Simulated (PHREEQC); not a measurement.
A solution holds 0.0028 mol NaH2PO4 and 8.7e-05 mol H4SiO4 per kg of water, at 20 °C. Closed to the air; pH follows from the charge balance.

Computed with PHREEQC (ion-association model, wateq4f.dat).

```csv
quantity,before,after
pH,4.93,9.13
ionic strength (mol/kgw),0.00283,0.00834
```

### Question
Which change was made?
A. NaH2PO4 replaced by Na2HPO4 at the same molality
B. H4SiO4 left out
C. NaH2PO4 from 0.0028 to 0.00252 mol/kgw
D. NaH2PO4 left out
E. NaH2PO4 from 0.0028 to 0.00028 mol/kgw

### Answer
A, NaH2PO4 replaced by Na2HPO4 at the same molality

No solid was allowed to form. H3PO4, which wateq4f.dat lacks, is added to it with the constant of phreeqc.dat.
